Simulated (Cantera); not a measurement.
Counterflow diffusion flame

A counterflow diffusion flame at 750 Torr, nozzles 20 mm apart: fuel side 54.9 % CH4, 30.8 % C2H6, 14.3 % C3H8 at 525 K, oxidiser side 22.0 % O2, 78.0 % N2 at 725 K, fuel mass flux 1.1 times the oxidiser's; mixture-averaged transport, no radiation.

Computed with Cantera and GRI-Mech 3.0 (53 species, 325 reactions). GRI-Mech 3.0 was tuned for natural gas; its chemistry of propane as a main component is partial and can be far from experiment. GRI-Mech 3.0 has no aromatics or soot, which form on the fuel side of real flames. The maximum strain rate includes the flame's own expansion and is several times the mean.

```csv
oxidiser flux (kg/m²/s),max strain (1/s),mean strain (1/s),T max (K),peak x OH,peak x H,peak x NO,peak x CO,peak x C2H2
0.25,254,50.7,2247,0.0112,0.00574,0.000424,0.0750,0.0368
0.39,385,79.1,2222,0.0111,0.00617,0.000379,0.0735,0.0350
0.61,585,124,2197,0.0111,0.00663,0.000335,0.0723,0.0331
0.96,895,195,2174,0.0109,0.00709,0.000289,0.0715,0.0311
1.5,1360,304,2146,0.0106,0.00745,0.000238,0.0709,0.0288
2.3,2010,467,2113,0.0101,0.00765,0.000185,0.0707,0.0260
3.7,3110,751,2071,0.00929,0.00762,0.000125,0.0713,0.0222
5.7,4620,1160,2019,0.00817,0.00717,7.36e-5,0.0724,0.0178
```
x: mole fraction; the columns are a selection and need not sum to one.
